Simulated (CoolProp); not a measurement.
Methane at 298.15 K and 3.72 MPa flows at 1.8 m/s in a round tube of 6 mm bore and 1.5 µm roughness, fully developed (64/Re and Nu = 3.66 if laminar; Colebrook and Gnielinski if turbulent). Each further row changes one setting.

Model: reference Helmholtz-energy equation of state, Setzmann 1991, in CoolProp.

```csv
case,Reynolds number,Darcy friction factor,pressure drop (Pa/m),heat-transfer coefficient (W/(m² K)),mass flow (kg/h)
as stated,23500,0.0255,177,389,4.70
velocity 3.6 m/s,46900,0.0220,611,681,9.41
diameter 12 mm,46900,0.0216,74.9,334,18.8
```

Viscosity comes from a separate model (Quiñones-Cisneros 2006). Thermal conductivity comes from a separate model (Friend 1989).
